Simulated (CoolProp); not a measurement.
Nitrous oxide at 235.04 K and 0.598 MPa is throttled through a valve to 0.133 MPa with no heat exchange. Each further row changes one setting.

Computed with CoolProp (reference Helmholtz-energy equation of state, Lemmon 2006). It is a short technical equation, of lower accuracy than the large ones.

```
case                        temperature change (K)  final density (kg/m³)
--------------------------  ----------------------  ---------------------
as stated                               (withheld)             (withheld)
outlet pressure 0.0399 MPa              (withheld)                  0.952
outlet pressure 0.173 MPa                     -9.1                   4.15
```

Complete the blanks.


- as stated, temperature change (K): -10.0
- as stated, final density (kg/m³): 3.18
- outlet pressure 0.0399 MPa, temperature change (K): -12.1
